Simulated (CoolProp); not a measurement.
Properties of the fluoroketone C6F12O (FK-5-1-12) along the isobar 0.101 MPa.

Values from CoolProp's reference Helmholtz-energy equation of state, McLinden 2015.

```tsv
T (K)	phase	density (kg/m³)	cp (kJ/(kg K))	cv (kJ/(kg K))	expansivity (1/kK)
171.8	liquid	1952	1.157	0.9244	___
189.9	liquid	1902	1.130	0.9026	1.421
208.1	liquid	1853	1.110	0.8873	1.448
226.2	liquid	1805	1.097	0.8779	1.491
244.3	liquid	1756	1.090	0.8736	1.552
262.5	liquid	1706	1.089	0.8739	1.635
280.6	liquid	1654	1.093	0.8783	1.744
298.7	liquid	1601	1.102	___	1.888
316.9	liquid	1544	1.117	0.8976	2.083
335	gas	12.13	0.9084	0.8729	3.677
353.1	gas	11.38	0.9217	0.8882	3.348
371.2	gas	10.74	0.9371	0.9050	3.089
389.4	gas	10.17	0.9541	0.9231	2.877
407.5	gas	9.671	___	0.9418	2.699
425.6	gas	9.223	0.9904	0.9608	2.547
443.8	gas	8.816	1.009	0.9801	2.415
```

Fill in the missing entries.


- 171.8, expansivity (1/kK): 1.412
- 298.7, cv (kJ/(kg K)): 0.8863
- 407.5, cp (kJ/(kg K)): 0.9720
